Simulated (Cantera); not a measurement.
A perfectly stirred reactor is fed with 14.5 % H2, 85.5 % O2, equivalence ratio 0.085, at 150 Pa; it is held at 1200 K, and followed from long to short residence time.

Model: GRI-Mech 3.0 (53 species, 325 reactions), integrated in Cantera. Radical loss at walls, strong at low pressure, is not modelled. The temperature is held fixed by assumption; the heat of reaction is taken as removed at once.

### Question
Predict: x(H2) at τ = 28.0 s; x(O2) at τ = 28.0 s; x(H) at τ = 28.0 s; x(H2O2) at τ = 28.0 s; x(O) at τ = 28.0 s; x(H2) at τ = 0.250 s; x(O2) at τ = 0.250 s; x(H) at τ = 0.250 s; x(H2O2) at τ = 0.250 s; x(O) at τ = 0.250 s.

### Answer
| Quantity | Result |
|---|---|
| x(H2) at τ = 28.0 s | 0.000616 |
| x(O2) at τ = 28.0 s | 0.836 |
| x(H) at τ = 28.0 s | 0.00128 |
| x(H2O2) at τ = 28.0 s | 2.87e-8 |
| x(O) at τ = 28.0 s | 0.00618 |
| x(H2) at τ = 0.250 s | 0.00552 |
| x(O2) at τ = 0.250 s | 0.775 |
| x(H) at τ = 0.250 s | 0.0351 |
| x(H2O2) at τ = 0.250 s | 2.69e-8 |
| x(O) at τ = 0.250 s | 0.0558 |
